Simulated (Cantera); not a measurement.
Input (Python, Cantera) and output of one run.

```python
import numpy as np
import cantera as ct

gas_names = """
    Br Br2 H HBr H2 Si SiBr SiBr2 SiBr3 SiBr4 SiH SiHBr3 SiH2 SiH2Br2 SiH3 SiH3Br SiH4 Si2 Si3
""".split()
cond_names = """
    Br2(cr) Br2(L) Si(cr) Si(L)
""".split()


def load(file, names, dense=False):
    # The tables refer to 1 bar. Condensed volumes are neglected.
    table = {s.name: s for s in ct.Species.list_from_file(file)}
    out = []
    for n in names:
        d = dict(table[n].input_data)
        d["thermo"] = dict(d["thermo"], **{"reference-pressure": 1e5})
        if dense:
            d["equation-of-state"] = {"model": "constant-volume", "density": "1e6 g/cm^3"}
        out.append(ct.Species.from_dict(d))
    return out


gas = ct.Solution(thermo="ideal-gas", species=load("nasa_gas.yaml", gas_names))
cond = {s.name: ct.Solution(thermo="fixed-stoichiometry", species=[s], name=s.name)
        for s in load("nasa_condensed.yaml", cond_names, dense=True)}
atoms = {
    'Si': {'Si': 1},
    'Br2': {'Br': 2},
    'H2': {'H': 2},
}
top_T = {}  # K; cautious upper limits of use, not melting points


def equilibrate(T, P, feed):
    n = {}
    for name, mol in feed.items():
        for a, k in atoms[name].items():
            n[a] = n.get(a, 0.0) + k * mol
    gas.TPX = T, P, n
    mass = sum(n.values()) * gas.mean_molecular_weight
    gas.equilibrate("TP")
    valid = [c for c in cond.values() if c.min_temp <= T <= top_T.get(c.name, c.max_temp)]
    mix = ct.Mixture([(gas, mass / gas.mean_molecular_weight)] + [(c, 0.0) for c in valid])
    mix.T, mix.P = T, P
    mix.equilibrate("TP", solver="vcs", rtol=1e-11, max_steps=5000)
    return mix


results = []
feed = {'Si': 1, 'Br2': 0.6, 'H2': 0.71}  # mol
T = 1448  # K
P = 1000  # Pa
mix = equilibrate(T, P, feed)
results.append((T, P, feed, dict(zip(mix.species_names, mix.species_moles))))
print(gas.report(threshold=1e-06))
for i in range(1, mix.n_phases):
    print(f"{mix.phase(i).name:16s} {mix.phase_moles(i):12.5e} mol")
```

Output:

```
       temperature   1448 K
          pressure   1000 Pa
           density   0.0069868 kg/m^3
  mean mol. weight   84.116 kg/kmol
   phase of matter   gas

                          1 kg             1 kmol
                     ---------------   ---------------
          enthalpy        2.0218e+05        1.7007e+07  J
   internal energy             59054        4.9674e+06  J
           entropy            3752.9        3.1568e+05  J/K
    Gibbs function       -5.2321e+06        -4.401e+08  J
 heat capacity c_p            495.31             41663  J/K
 heat capacity c_v            396.46             33349  J/K

                      mass frac. Y      mole frac. X     chem. pot. / RT
                     ---------------   ---------------   ---------------
                Br         0.0039827         0.0041927           -23.817
               Br2        6.6215e-06        3.4853e-06           -47.634
                 H        7.2048e-07        6.0124e-05            -11.98
               HBr           0.23165           0.24082           -35.797
                H2          0.010198           0.42549            -23.96
              SiBr         6.899e-05        5.3739e-05           -28.315
             SiBr2           0.70411           0.31522           -52.132
             SiBr3          0.026981          0.008475           -75.949
             SiBr4          0.021401         0.0051773           -99.766
            SiHBr3          0.001555         0.0004866           -87.929
           SiH2Br2        4.9535e-05        2.1941e-05           -76.092
     [   +8 minor]        7.0037e-07        1.0391e-06

Br2(L)            0.00000e+00 mol
Si(cr)            5.71771e-01 mol
```

These are equilibrium values from Cantera (NASA tables, ideal gas, pure condensed phases), not measurements of a reactor. The tables' values for SiBr3, SiBr are old estimates; treat these amounts as uncertain.
